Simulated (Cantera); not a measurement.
**Transport properties of process gases**

Gas mixture: 53.3 % CO₂, 46.7 % NO, at 2.27 atm, frozen composition.

Cantera's kinetic-theory transport with the Lennard-Jones parameters of GRI-Mech 3.0, ideal gas; thermal conductivity in the mixture-averaged form. The composition is frozen, though it would react at the higher temperatures.

```
T (K)  ρ (kg/m³)  cp (J/kg/K)  μ (µPa s)  λ (mW/m/K)     Pr  D (cm²/s) NH₃  D (cm²/s) CH₄  D (cm²/s) O
-----  ---------  -----------  ---------  ----------  -----  -------------  -------------  -----------
400         2.59        960.6       21.1        28.4  0.714          0.140          0.143        0.206
650         1.59         1085       30.8        46.4  0.721          0.350          0.335        0.475
900         1.15         1170       39.0        62.8  0.726          0.629          0.585        0.823
1150       0.901         1226       46.1        77.7  0.727          0.966          0.885         1.24
1400       0.740         1264       52.6        91.5  0.727           1.36           1.23         1.72
1650       0.628         1291       58.7         104  0.727           1.80           1.62         2.26
1900       0.546         1310       64.4         116  0.727           2.28           2.05         2.86
2150       0.482         1324       69.8         127  0.726           2.81           2.51         3.51
2400       0.432         1335       75.0         138  0.726           3.38           3.02         4.21
```
D: mixture-averaged diffusion coefficient of that species in the mixture.
